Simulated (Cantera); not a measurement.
A perfectly stirred reactor is fed with 10.4 % CH4, 23.0 % O2, 66.7 % N2, at 72000 Pa; it is adiabatic with a 450 K inlet, and is followed from long to short residence time, starting on the burning branch (τ in s: 0.38, 0.16, 0.071, 0.031, 0.013, 0.0058, 0.0025, 0.0011, 0.00047, 0.0002, 8.8e-05).

Cantera simulation using GRI-Mech 3.0 (53 species, 325 reactions); the numbers are that mechanism's predictions, not measurements.

x: mole fraction; the columns are a selection and need not sum to one.

```
τ (s)    T (K)     x CH4    x O2    x CH2O    x N2O     x CH3
-------  -----  --------  ------  --------  -------  --------
0.38      2389   4.61e-7  0.0261   8.75e-8  2.60e-7   2.51e-7
0.16      2388       [?]  0.0265       [?]  2.60e-7       [?]
0.071     2386   2.35e-6  0.0271   4.48e-7  2.57e-7   1.27e-6
0.031     2378   5.09e-6  0.0281   9.70e-7  2.46e-7   2.72e-6
0.013     2358   1.10e-5  0.0295   2.08e-6  2.22e-7   5.72e-6
0.0058    2323   2.14e-5  0.0313   3.94e-6  1.91e-7   1.06e-5
0.0025    2264   4.15e-5  0.0338   7.26e-6  1.58e-7   1.91e-5
0.0011    2191   7.99e-5  0.0367   1.30e-5  1.31e-7   3.35e-5
0.00047   2106       [?]     [?]       [?]      [?]       [?]
0.00020   2019  0.000375  0.0442   5.11e-5  9.90e-8  0.000124
8.8e-5    1933  0.000948  0.0508  0.000116  8.76e-8  0.000276
```

### Question
Some entries are withheld; supply them.

### Answer

- 0.16, x CH4: 1.08e-6
- 0.16, x CH2O: 2.05e-7
- 0.16, x CH3: 5.85e-7
- 0.00047, x CH4: 0.000166
- 0.00047, x O2: 0.0400
- 0.00047, x CH2O: 2.48e-5
- 0.00047, x N2O: 1.12e-7
- 0.00047, x CH3: 6.20e-5
